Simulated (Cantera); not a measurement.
Charge: 1 mol HBr, 0.14 mol H₂O, 0.29 mol H₂, held at 1.40 mbar.

Equilibrium computed with Cantera from the NASA thermochemical tables; the gas is ideal and each condensed phase is pure. Candidate condensed phases: Br₂, H₂O; 12 gas species. Kinetics and transport are ignored.

Task: At 2623 K, list the 5 most abundant gas species with their mole fractions, and the condensed phases.

Result: H 0.413, Br 0.384, H₂ 0.134, O 0.0243, H₂O 0.0168. Condensed: gas only.
